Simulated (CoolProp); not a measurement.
Computed with CoolProp (reference Helmholtz-energy equation of state, Lemmon 2005).

Task: Give the vapour pressure (MPa), liquid density (kg/m³), vapour density (kg/m³), liquid cp (kJ/(kg K)) of saturated R125 at 248.4, 308.8 K.

Result: 
```json
[
 {"T (K)": "248.4", "p (MPa)": "0.281", "liquid density (kg/m³)": "1430", "vapour density (kg/m³)": "17.9", "liquid cp (kJ/(kg K))": "1.17"},
 {"T (K)": "308.8", "p (MPa)": "1.81", "liquid density (kg/m³)": "1120", "vapour density (kg/m³)": "125", "liquid cp (kJ/(kg K))": "1.53"}
]
```
